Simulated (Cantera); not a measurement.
A closed system holds: 1 mol PbO, 0.34 mol CO, 27 mol N₂, equilibrated at 825 K and 16.0 Pa.

These are equilibrium values from Cantera (NASA tables, ideal gas, pure condensed phases), not measurements of a reactor. Candidate condensed phases: C, Pb, PbO, PbO₂, Pb₃O₄; 27 gas species. The numbers say what is thermodynamically allowed, not how fast it happens.

Base state: N₂ 0.987, CO₂ 0.0124, Pb 0.000896 (mole fractions); condensed: Pb(l) + PbO(yellow).

What changes in the equilibrium state with this change: PbO replaced by Fe(CO)₅?


| species | before | after |
|---|---|---|
| N₂ | 0.987 | 0.835 |
| CO | 2.48e-7 | 0.165 |
| CO₂ | 0.0124 | 0.000196 |
| Pb | 0.000896 | 0 |
| Pb(l), mol | 0.315 | 0 |
| PbO(yellow), mol | 0.660 | 0 |
| C(graphite), mol | 0 | 0.00633 |
| Fe(α), mol | 0 | 1.00 |
Condensed phases not in the tables: cementite and carbon dissolved in iron. Further candidate phases: Fe, Fe(CO)₅, FeO, Fe₂O₃, Fe₃O₄.
